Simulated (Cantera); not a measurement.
A freely propagating, adiabatic, planar premixed flame of CO : H₂ : O₂ : N₂ = 1 : 0.072 : 0.357 : 1.47 (molar parts), unburnt at 600 K and 140000 Pa; mixture-averaged transport, grid criteria slope 0.08 and curve 0.16, no radiation.

Computed with Cantera and GRI-Mech 3.0 (53 species, 325 reactions). Burning velocities carry a grid error of a few per cent, more on coarse grids.

x: mole fraction of selected species; z is measured from the peak of heat release.

```
z (mm)  T (K)  u (m/s)   x CO     x H₂    x O₂      x O    x NO₂     x OH
------  -----  -------  -----  -------  ------  -------  -------  -------
-1.64     600     1.81  0.345   0.0248   0.123    <1e-8    <1e-8    <1e-8
-1.09     600     1.81  0.345   0.0248   0.123    <1e-8    <1e-8    <1e-8
-0.819    600     1.81  0.345   0.0248   0.123    <1e-8    <1e-8    <1e-8
-0.546    600     1.81  0.345   0.0246   0.123    <1e-8    <1e-8    <1e-8
-0.273    606     1.82  0.345   0.0229   0.123  6.70e-7    <1e-8  1.89e-7
-0.137    ___     2.25  0.339      ___   0.118      ___    <1e-8      ___
0        1191     3.50  0.301  0.00877  0.0911  0.00501    <1e-8  0.00105
0.137    1530     4.39  0.244  0.00305  0.0528   0.0151    <1e-8  0.00252
0.273    1714     4.83  0.210  0.00280  0.0347   0.0169    <1e-8  0.00346
0.546    1895     5.26  0.190  0.00318  0.0255   0.0135  1.34e-8  0.00441
1.09     2059     5.65  0.181  0.00316  0.0207  0.00896  1.87e-8  0.00481
2.19     2203     5.98  0.170  0.00292  0.0154  0.00541  2.67e-8  0.00459
4.37     2322     6.24  0.159  0.00265  0.0101  0.00295  4.01e-8  0.00392
```

Q: Fill in the missing entries.

A: 
- -0.137, T (K): 751
- -0.137, x H₂: 0.0186
- -0.137, x O: 0.000116
- -0.137, x OH: 0.000158
